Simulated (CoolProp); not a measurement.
Methanol at several states: density (kg/m³) from the reference equation and from simpler models built on Tc = 240.2 °C, pc = 8.216 MPa, ω = 0.565; each cubic takes its own stable root.

Values from CoolProp's reference Helmholtz-energy equation of state, de Reuck 1993.

| T (°C) | p (MPa) | phase | reference |
|---|---|---|---|
| 78.95 | 0.067 | gas | 0.7465 |
| 199.35 | 0.0547 | gas | 0.4475 |
| 56.35 | 0.406 | liquid | 756.8 |
| 41.05 | 0.441 | liquid | 771.5 |

Task: How far does each simpler model (Redlich-Kwong, Peng-Robinson) lie from the reference over these 4 states: mean and median of the absolute difference, and the worst?

Result: 
- Redlich-Kwong: mean 14.4 %, median 14.6 %, worst -28.6 % at 56.35 °C and 0.406 MPa
- Peng-Robinson: mean 6.8 %, median 6.9 %, worst -13.2 % at 56.35 °C and 0.406 MPa
